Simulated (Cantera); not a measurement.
An adiabatic, constant-volume homogeneous reactor starts with CH4 : O2 : N2 = 1 : 2.86 : 10.7 (molar parts), at 1573 K and 22.7 atm.

Detailed kinetics in Cantera: GRI-Mech 3.0 (53 species, 325 reactions). The pressure lies above the range GRI-Mech 3.0 was tuned for (to about 10 atm). Above 3000 K some thermodynamic fits are extrapolated.

One state of this run: T (K) = 1581; P (bar) = 23.1; x CH4 = 0.0670; x O2 = 0.195; x H = 7.96e-7; x NO = 7.82e-12; x HCO = 6.14e-8. x: mole fraction; the columns are a selection and need not sum to one.

### Question
Which value of t (s) does it belong to?
A. 6.00e-6
B. 0.0190
C. 1.90e-5
D. 6.00e-5

### Answer
C, 1.90e-5
